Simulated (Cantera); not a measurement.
Cantera run:

```python
import numpy as np
import cantera as ct

gas_names = [...]  # 123 gases of nasa_gas.yaml made of C, H, O, Si
cond_names = """
    C(gr) C6H6(L) C7H8(L) C8H18(L),n-octa H2O(s) H2O(L) Si(cr) Si(L) SiC(b) SiO2(Lqz) SiO2(hqz) SiO2(L)
""".split()


# ... load() reads the species with a 1 bar reference pressure and builds the phases ...
atoms = {
    'SiH4': {'Si': 1, 'H': 4},
    'CO2': {'C': 1, 'O': 2},
    'H2': {'H': 2},
}
top_T = {'C(gr)': 4500, 'SiC(b)': 3050}  # K; cautious upper limits of use, not melting points


# ... equilibrate(T, P, feed) seeds the gas with the atoms and calls Mixture.equilibrate('TP', solver="vcs", rtol=1e-11, max_steps=5000) ...
results = []
feed = {'SiH4': 1, 'CO2': 4.4, 'H2': 21}  # mol
P = 13332.2  # Pa
for T in [598, 698, 798, 898, 998, 1098, 1198, 1298, 1398, 1498]:
    mix = equilibrate(T, P, feed)
    results.append((T, P, feed, dict(zip(mix.species_names, mix.species_moles))))

top = {s: max(r[3][s] / sum(r[3][g] for g in gas_names) for r in results) for s in gas_names}
cols = sorted((s for s in top if top[s] > 0.0001), key=lambda s: -top[s])[:5]
seen = [c for c in cond_names if any(r[3].get(c, 0) > 1e-12 for r in results)]
print("log10 of partial pressures in bar; condensed amounts in mol")
print(f"{'T/K':>10s}" + "".join(f"{s[:9]:>10s}" for s in cols + seen))
for T, P, feed, n in results:
    ng = sum(n[g] for g in gas_names)
    print(f"{T:10.4g}" + "".join(f"{np.log10(max(n[s] / ng * P / 1e5, 1e-99)):10.3f}" for s in cols)
          + "".join(f"{n.get(c, 0):10.4g}" for c in seen))
```

It prints:

```
log10 of partial pressures in bar; condensed amounts in mol
       T/K        H2       H2O       CH4        CO       CO2 SiO2(Lqz) SiO2(hqz)
       598    -1.272    -1.315    -1.504    -5.349    -3.929         1         0
       698    -1.173    -1.434    -1.607    -3.131    -2.410         1         0
       798    -1.043    -1.747    -1.967    -2.118    -2.190         1         0
       898    -0.993    -2.013    -2.833    -1.777    -2.431         0         1
       998    -0.989    -2.031    -4.059    -1.724    -2.606         0         1
      1098    -0.991    -2.008    -5.148    -1.709    -2.729         0         1
      1198    -0.993    -1.991    -6.058    -1.700    -2.834         0         1
      1298    -0.994    -1.979    -6.827    -1.694    -2.924         0         1
      1398    -0.995    -1.971    -7.484    -1.690    -3.002         0         1
      1498    -0.995    -1.966    -8.052    -1.687    -3.069         0         1
```

Cantera equilibrium calculation (NASA polynomials, part measured and part estimated; ideal gas, pure solids and liquids). The tables hold silica as quartz up to 1696 K and as liquid above; real silica turns to tridymite and cristobalite and melts near 1996 K. Gases not in the tables: Si(OH)4.
